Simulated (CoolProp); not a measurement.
Cyclopentane along the isotherm 257.3 K: fugacity coefficient from the reference equation and from simpler models built on Tc = 511.7 K, pc = 45.83 bar, ω = 0.202; each cubic takes its own stable root.

Computed with CoolProp (reference Helmholtz-energy equation of state, Gedanitz 2015).

```json
[
 {"p (bar)": "7.16", "phase": "liquid", "reference": "0.008971"},
 {"p (bar)": "14.3", "phase": "liquid", "reference": "0.004628"},
 {"p (bar)": "21.5", "phase": "liquid", "reference": "0.003173"},
 {"p (bar)": "28.6", "phase": "liquid", "reference": "0.002457"},
 {"p (bar)": "35.8", "phase": "liquid", "reference": "0.002023"},
 {"p (bar)": "43", "phase": "liquid", "reference": "0.001736"},
 {"p (bar)": "50.1", "phase": "liquid", "reference": "0.001535"},
 {"p (bar)": "57.3", "phase": "liquid", "reference": "0.001383"},
 {"p (bar)": "64.4", "phase": "liquid", "reference": "0.001268"},
 {"p (bar)": "71.6", "phase": "liquid", "reference": "0.001175"},
 {"p (bar)": "78.8", "phase": "liquid", "reference": "0.001100"},
 {"p (bar)": "85.9", "phase": "liquid", "reference": "0.001040"},
 {"p (bar)": "93.1", "phase": "liquid", "reference": "0.0009887"},
 {"p (bar)": "100", "phase": "liquid", "reference": "0.0009473"},
 {"p (bar)": "107", "phase": "liquid", "reference": "0.0009116"},
 {"p (bar)": "115", "phase": "liquid", "reference": "0.0008769"}
]
```

**Question.** How far does each simpler model (van der Waals, Redlich-Kwong, Peng-Robinson) lie from the reference over these 16 states: mean and median of the absolute difference, and the worst?

**Answer.** 
- van der Waals: mean 2236.5 %, median 2231.3 %, worst +2540.0 % at 257.3 K and 115 bar
- Redlich-Kwong: mean 81.1 %, median 81.1 %, worst +83.5 % at 257.3 K and 115 bar
- Peng-Robinson: mean 1.3 %, median 1.2 %, worst +2.8 % at 257.3 K and 7.16 bar
